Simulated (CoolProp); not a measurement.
Computed with CoolProp (reference Helmholtz-energy equation of state, Lemmon 2005). It is a short technical equation, of lower accuracy than the large ones.

Task: For isobutene, give the phase and the Z, Joule-Thomson coefficient (K/MPa), fugacity coefficient at 317.6 K and 2.48 MPa; 433.8 K and 2.48 MPa.

Result: 
- 317.6 K and 2.48 MPa: liquid; Z 0.0928, Joule-Thomson coefficient -0.184, fugacity coefficient 0.203
- 433.8 K and 2.48 MPa: gas; Z 0.778, Joule-Thomson coefficient 10.1, fugacity coefficient 0.815
